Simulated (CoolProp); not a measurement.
Saturation properties of o-xylene.

The numbers come from the reference Helmholtz-energy equation of state, Zhou 2012 in CoolProp.

```
T (°C)  p (bar)  vapour density (kg/m³)  liquid cp (kJ/(kg K))  liquid viscosity (µPa s)  vapour viscosity (µPa s)
------  -------  ----------------------  ---------------------  ------------------------  ------------------------
131.75   0.7166                   2.349                      …                         …                      8.75
147.55    1.101                   3.520                  2.187                       242                      9.09
163.25    1.629                   5.098                  2.247                       218                      9.43
179.05    2.340                   7.203                  2.309                       197                      9.79
194.75    3.262                   9.924                  2.372                       179                      10.2
210.55    4.447                   13.44                  2.438                       162                         …
226.25        …                   17.88                  2.507                       148                      10.9
242.05    7.754                   23.55                  2.583                       134                      11.4
```

**Question.** Fill in the missing entries.

**Answer.** 
- 131.75, liquid cp (kJ/(kg K)): 2.128
- 131.75, liquid viscosity (µPa s): 270
- 210.55, vapour viscosity (µPa s): 10.5
- 226.25, p (bar): 5.923

It boils at 144.4 °C under 1 atm.

Viscosity comes from a separate model (Cao 2016).
